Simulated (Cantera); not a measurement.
A Cantera script and what it prints.

```python
import numpy as np
import cantera as ct

gas_names = """
    CL CL2 H HCL H2 Si SiCL SiCL2 SiCL3 SiCL4 SiH SiHCL3 SiH2 SiH2CL2 SiH3 SiH3CL SiH4 Si2 Si3
""".split()
cond_names = """
    Si(cr) Si(L)
""".split()


def load(file, names, dense=False):
    # The tables refer to 1 bar. Condensed volumes are neglected.
    table = {s.name: s for s in ct.Species.list_from_file(file)}
    out = []
    for n in names:
        d = dict(table[n].input_data)
        d["thermo"] = dict(d["thermo"], **{"reference-pressure": 1e5})
        if dense:
            d["equation-of-state"] = {"model": "constant-volume", "density": "1e6 g/cm^3"}
        out.append(ct.Species.from_dict(d))
    return out


gas = ct.Solution(thermo="ideal-gas", species=load("nasa_gas.yaml", gas_names))
cond = {s.name: ct.Solution(thermo="fixed-stoichiometry", species=[s], name=s.name)
        for s in load("nasa_condensed.yaml", cond_names, dense=True)}
atoms = {
    'SiCl4': {'Si': 1, 'CL': 4},
    'H2': {'H': 2},
    'HCl': {'H': 1, 'CL': 1},
}
top_T = {}  # K; cautious upper limits of use, not melting points


def equilibrate(T, P, feed):
    n = {}
    for name, mol in feed.items():
        for a, k in atoms[name].items():
            n[a] = n.get(a, 0.0) + k * mol
    gas.TPX = T, P, n
    mass = sum(n.values()) * gas.mean_molecular_weight
    gas.equilibrate("TP")
    valid = [c for c in cond.values() if c.min_temp <= T <= top_T.get(c.name, c.max_temp)]
    mix = ct.Mixture([(gas, mass / gas.mean_molecular_weight)] + [(c, 0.0) for c in valid])
    mix.T, mix.P = T, P
    mix.equilibrate("TP", solver="vcs", rtol=1e-11, max_steps=5000)
    return mix


results = []
feed = {'SiCl4': 1, 'H2': 0.46, 'HCl': 1.1}  # mol
T = 800  # K
P = 33000  # Pa
mix = equilibrate(T, P, feed)
results.append((T, P, feed, dict(zip(mix.species_names, mix.species_moles))))
print(gas.report(threshold=1e-05))
for i in range(1, mix.n_phases):
    print(f"{mix.phase(i).name:16s} {mix.phase_moles(i):12.5e} mol")
```

It prints:

```
       temperature   800 K
          pressure   33000 Pa
           density   0.40875 kg/m^3
  mean mol. weight   82.389 kg/kmol
   phase of matter   gas

                          1 kg             1 kmol
                     ---------------   ---------------
          enthalpy       -3.2754e+06       -2.6985e+08  J
   internal energy       -3.3561e+06        -2.765e+08  J
           entropy            3724.7        3.0687e+05  J/K
    Gibbs function       -6.2551e+06       -5.1535e+08  J
 heat capacity c_p            720.51             59362  J/K
 heat capacity c_v            619.59             51047  J/K

                      mass frac. Y      mole frac. X     chem. pot. / RT
                     ---------------   ---------------   ---------------
               HCL           0.19021           0.42984           -39.577
                H2         0.0043932           0.17954           -19.807
             SiCL4           0.80516           0.39048            -145.7
            SiHCL3        0.00024237        0.00014743           -125.93
     [  +15 minor]         6.901e-07        4.2407e-07

Si(cr)            0.00000e+00 mol
```

Cantera equilibrium calculation (NASA polynomials, part measured and part estimated; ideal gas, pure solids and liquids).
